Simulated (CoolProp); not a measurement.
A closed Brayton cycle with nitrogen: compressor inlet 315.15 K and 6.1 MPa, high pressure 13.5 MPa, turbine inlet 925 K, compressor efficiency 0.85, turbine efficiency 0.85, recuperator effectiveness 0 (on enthalpy, no pinch check). Each further row changes one setting.

The numbers come from the reference Helmholtz-energy equation of state, Span 2000 in CoolProp.

```tsv
case	thermal efficiency (%)	net work (kJ/kg)	compressor to turbine work	compressor exit (K)	turbine exit (K)
as stated	12.5	72.4	0.58	410.9	777.5
turbine inlet 875 K	12.1	63.1	0.62	410.9	734.1
compressor inlet 325.15 K	12.2	69.0	0.60	423.9	777.5
high pressure 11.5 MPa	10.4	62.6	0.56	389.8	805.2
recuperator effectiveness 0.5	19.1	72.4	0.58	410.9	777.5
```
